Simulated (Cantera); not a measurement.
Input: 1 mol Al(CH3)3, 12 mol H2O, 38 mol H2, equilibrated at 1975 K and 13.3 mbar.

Equilibrium computed with Cantera from the NASA thermochemical tables; the gas is ideal and each condensed phase is pure. Candidate condensed phases: Al, Al2O3, C, C6H6, C7H8, C8H18, H2O; 121 gas species. The feed counts by its element totals alone. Equilibrium is a limit: real reactors are often held back by kinetics, nucleation or transport.

Base state: H2 0.809, H2O 0.128, CO 0.0501, H 0.0107, CO2 0.00176, OH 0.000160 (mole fractions); condensed: Al2O3(s).

Q: What changes in the equilibrium state with this change: H2 from 38 to 2.1 mol?

A: 
```tsv
species	before	after
H2	0.809	0.524
H2O	0.128	0.328
CO	0.0501	0.121
CO2	0.00176	0.0169
H	0.0107	0.00858
OH	0.000160	0.000512
Al2O3(s), mol	0.500	0.500
```

Q: What changes in the equilibrium state with this change: pressure from 13.3 mbar to 0.850 bar?

A: 
```tsv
species	before	after
H2	0.809	0.818
H2O	0.128	0.129
CO	0.0501	0.0504
H	0.0107	0.00134
OH	0.000160	2.01e-5
CO2	0.00176	0.00176
Al2O3(s), mol	0.500	0.500
```
Gases not in the tables: Al(OH)3.
